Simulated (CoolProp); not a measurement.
Vapour-liquid equilibrium of R125 (1) + R143a (2) at 0.0772 MPa; x and y are mole fractions of (1).

Computed with CoolProp (multi-fluid Helmholtz-energy mixture model, Lemmon 2005 and Lemmon and Jacobsen 2000; pair parameters Lemmon 2004).

```tsv
x	bubble temperature, mixture model (°C)	bubble temperature, Raoult's law (°C)	y, mixture model	y, Raoult's law
0.05	-52.7	-52.8	0.045	0.052
0.125	-52.5	-52.9	0.115	0.129
0.2	-52.4	-53.0	0.189	0.205
0.275	-52.3	-53.0	0.266	0.282
0.35	-52.2	-53.1	0.346	0.358
0.425	-52.2	-53.1	0.426	0.433
0.5	-52.3	-53.2	0.508	0.508
0.575	-52.3	-53.2	0.589	0.583
0.65	-52.5	-53.2	0.669	0.658
0.725	-52.6	-53.3	0.747	0.732
0.8	-52.8	-53.3	0.821	0.805
0.875	-53.0	-53.4	0.892	0.879
0.95	-53.3	-53.4	0.958	0.952
```

The largest gap from Raoult's law is +0.9 K in bubble temperature, at x = 0.5. y crosses x between x = 0.35 and 0.425: the model has an azeotrope there.

The pair parameters rest on a limited set of measurements; away from them the model extrapolates.
